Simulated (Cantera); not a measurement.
An isothermal, constant-pressure homogeneous reactor starts with 14.3 % NH3, 85.7 % H2, at 2275 K and 0.260 bar.

Model: the gas-phase N/H chemistry of the illustrative SiF4/NH3 mechanism in the Surface Chemkin manual (1991), integrated in Cantera. Walls and surfaces, which speed up NH3 decomposition in real reactors, are not modelled.

x: mole fraction; the columns are a selection and need not sum to one.

```csv
t (s),x NH3,x H2,x H,x NH2,x N2
1.00e-6,0.143,0.857,7.28e-6,4.36e-6,<1e-12
4.27e-6,0.143,0.857,3.22e-5,1.74e-5,3.43e-12
1.82e-5,0.143,0.857,0.000138,7.31e-5,3.16e-9
7.77e-5,0.142,0.857,0.000582,0.000305,2.50e-6
0.000331,0.141,0.856,0.00183,0.000943,0.000465
0.00141,0.128,0.863,0.00214,0.000997,0.00595
0.00603,…,0.887,…,…,…
0.0257,0.0142,0.925,0.00498,0.000240,0.0560
0.110,4.72e-5,0.922,0.0161,2.59e-6,0.0620
0.469,…,0.922,0.0161,…,0.0620
2.00,1.47e-6,0.922,0.0161,8.09e-8,0.0620
```

Task: Some entries are withheld; supply them.

Result: 
- 0.00603, x NH3: 0.0855
- 0.00603, x H: 0.00252
- 0.00603, x NH2: 0.000764
- 0.00603, x N2: 0.0246
- 0.469, x NH3: 6.26e-6
- 0.469, x NH2: 3.45e-7
